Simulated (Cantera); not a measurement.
Input (Python, Cantera) and output of one run.

```python
import numpy as np
import cantera as ct

gas_names = [...]  # 123 gases of nasa_gas.yaml made of C, H, O, Si
cond_names = """
    C(gr) C6H6(L) C7H8(L) C8H18(L),n-octa H2O(s) H2O(L) Si(cr) Si(L) SiC(b) SiO2(Lqz) SiO2(hqz) SiO2(L)
""".split()


# ... load() reads the species with a 1 bar reference pressure and builds the phases ...
atoms = {
    'SiC': {'Si': 1, 'C': 1},
    'CO2': {'C': 1, 'O': 2},
    'H2': {'H': 2},
}
top_T = {'C(gr)': 4500, 'SiC(b)': 3050}  # K; cautious upper limits of use, not melting points


# ... equilibrate(T, P, feed) seeds the gas with the atoms and calls Mixture.equilibrate('TP', solver="vcs", rtol=1e-11, max_steps=5000) ...
results = []
T = 1498.15  # K
P = 81000  # Pa
for m in [30, 39, 50, 65, 83, 110, 140, 180, 230, 290, 380, 480, 620]:
    feed = {'SiC': 1, 'CO2': 0.014, 'H2': m}  # mol
    mix = equilibrate(T, P, feed)
    results.append((T, P, feed, dict(zip(mix.species_names, mix.species_moles))))

top = {s: max(r[3][s] / sum(r[3][g] for g in gas_names) for r in results) for s in gas_names}
cols = sorted((s for s in top if top[s] > 0.0001), key=lambda s: -top[s])[:7]
seen = [c for c in cond_names if any(r[3].get(c, 0) > 1e-12 for r in results)]
print("log10 of partial pressures in bar; condensed amounts in mol")
print(f"{'n(H2)':>10s}" + "".join(f"{s[:9]:>10s}" for s in cols + seen))
for T, P, feed, n in results:
    ng = sum(n[g] for g in gas_names)
    print(f"{feed['H2']:10.4g}" + "".join(f"{np.log10(max(n[s] / ng * P / 1e5, 1e-99)):10.3f}" for s in cols)
          + "".join(f"{n.get(c, 0):10.4g}" for c in seen))
```

Output:

```
log10 of partial pressures in bar; condensed amounts in mol
     n(H2)        H2        CO       SiO       CH4    SiC(b) SiO2(hqz)
        30    -0.092    -3.332    -3.813    -3.885    0.9919  0.002368
        39    -0.092    -3.436    -3.778    -3.954     0.991 0.0009713
        50    -0.092    -3.543    -3.796    -3.999    0.9901         0
        65    -0.092    -3.675    -3.880    -4.023    0.9894         0
        83    -0.092    -3.801    -3.955    -4.048    0.9886         0
       110    -0.092    -3.952    -4.040    -4.081    0.9876         0
       140    -0.092    -4.087    -4.110    -4.114    0.9865         0
       180    -0.092    -4.234    -4.182    -4.151    0.9853         0
       230    -0.092    -4.385    -4.253    -4.191     0.984         0
       290    -0.092    -4.537    -4.319    -4.234    0.9827         0
       380    -0.092    -4.726    -4.398    -4.289     0.981         0
       480    -0.092    -4.901    -4.468    -4.341    0.9795         0
       620    -0.092    -5.108    -4.548    -4.405    0.9779         0
```

Method: chemical equilibrium by Gibbs-energy minimisation in Cantera with the NASA 1993 tables (ideal gas, pure condensed phases). Mutual solubility and eutectic melting of coexisting phases are not modelled. The tables hold silica as quartz up to 1696 K and as liquid above; real silica turns to tridymite and cristobalite and melts near 1996 K.
